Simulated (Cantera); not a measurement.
A perfectly stirred reactor is fed with H2 : O2 = 0.18 : 0.54 (molar parts), equivalence ratio 0.17, at 20.0 Torr; it is held at 1225 K, and followed from long to short residence time.

Detailed kinetics in Cantera: the H2/O2 subset of GRI-Mech 3.0, which has no nitrogen chemistry. Radical loss at walls, strong at low pressure, is not modelled. The temperature is held fixed by assumption; the heat of reaction is taken as removed at once.

x: mole fraction; the columns are a selection and need not sum to one.

| τ (s) | x H2 | x O2 | x O | x H2O | x H2O2 |
|---|---|---|---|---|---|
| 0.43 | 0.000809 | 0.711 | 0.00214 | 0.283 | 5.98e-7 |
| 0.28 | 0.00106 | 0.711 | 0.00284 | 0.282 | 6.67e-7 |
| 0.18 | 0.00140 | 0.710 | 0.00380 | 0.281 | 7.40e-7 |
| 0.12 | 0.00181 | 0.708 | 0.00494 | 0.280 | 8.07e-7 |
| 0.078 | ___ | 0.707 | ___ | 0.278 | 8.75e-7 |
| 0.051 | 0.00306 | 0.704 | 0.00853 | 0.276 | 9.38e-7 |
| 0.033 | 0.00398 | 0.702 | 0.0112 | 0.273 | 9.93e-7 |
| 0.021 | ___ | 0.698 | ___ | 0.269 | 1.04e-6 |
| 0.014 | 0.00660 | 0.693 | 0.0187 | 0.264 | 1.06e-6 |
| 0.0091 | 0.00843 | 0.687 | 0.0238 | 0.257 | 1.07e-6 |
| 0.0059 | 0.0107 | 0.680 | 0.0298 | 0.248 | 1.06e-6 |

Problem. Fill in the missing entries.

Solution. 
- 0.078, x H2: 0.00236
- 0.078, x O: 0.00651
- 0.021, x H2: 0.00521
- 0.021, x O: 0.0147
